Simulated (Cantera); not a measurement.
# BCl3 + H2 + N2 (boron, boron nitride and boron oxide)

Feed: 1 mol BCl3, 69 mol H2, 92 mol N2, held at 1500 K and 0.00150 bar.

Method: chemical equilibrium by Gibbs-energy minimisation in Cantera with the NASA 1993 tables (ideal gas, pure condensed phases). Candidate condensed phases: B, BN, NH4Cl; 21 gas species. Kinetics and transport are ignored.

```yaml
x(N2): 0.565
x(H2): 0.416
x(HCl): 0.0185
x(H): 0.000293
x(Cl): 1.05e-5
n(BN(s)): 1.000 mol
gas_amount: 162.0 mol
log10 activity of B(s) (absent): -2.60
```
